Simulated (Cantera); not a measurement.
Equilibrium for aluminium and copper etching: Cu + HF + N2

Charge: 1 mol Cu, 4.8 mol HF, 0.38 mol N2, held at 82.0 mbar.

These are equilibrium values from Cantera (NASA tables, ideal gas, pure condensed phases), not measurements of a reactor. Candidate condensed phases: Cu, CuF2; 25 gas species. The numbers say what is thermodynamically allowed, not how fast it happens.

From 823 K to 1348 K the condensed part is Cu(s). At 1423 K the condensed part is Cu(l). The main Cu-bearing gas is CuF throughout.

| T (K) | log p HF | log p N2 | log p CuF | log p H2 | log p Cu | log p H2F2 | log p CuF2 | log p H | n Cu(s) | n Cu(l) |
|---|---|---|---|---|---|---|---|---|---|---|
| 823 | -1.12 | -2.22 | -8.77 | -9.03 | <-13 | -6.31 | -10.03 | <-13 | 1.00 | 0 |
| 898 | -1.12 | -2.22 | -7.86 | -8.14 | -12.79 | -6.47 | -9.46 | <-13 | 1.000 | 0 |
| 973 | -1.12 | -2.22 | -7.08 | -7.37 | -11.29 | -6.60 | -8.98 | -12.65 | 1.000 | 0 |
| 1048 | -1.12 | -2.22 | -6.43 | -6.72 | -10.01 | -6.71 | -8.56 | -11.47 | 1.000 | 0 |
| 1123 | -1.12 | -2.22 | -5.86 | -6.16 | -8.90 | -6.81 | -8.21 | -10.45 | 1.000 | 0 |
| 1198 | -1.12 | -2.22 | -5.36 | -5.66 | -7.93 | -6.89 | -7.90 | -9.55 | 1.000 | 0 |
| 1273 | -1.12 | -2.22 | -4.93 | -5.23 | -7.08 | -6.96 | -7.63 | -8.76 | 0.999 | 0 |
| 1348 | -1.12 | -2.22 | -4.54 | -4.84 | -6.33 | -7.03 | -7.38 | -8.06 | 0.998 | 0 |
| 1423 | -1.12 | -2.22 | -4.21 | -4.51 | -5.68 | -7.08 | -7.17 | -7.43 | 0 | 0.996 |
log p: log10 of the partial pressure in bar; n: condensed amount in mol.
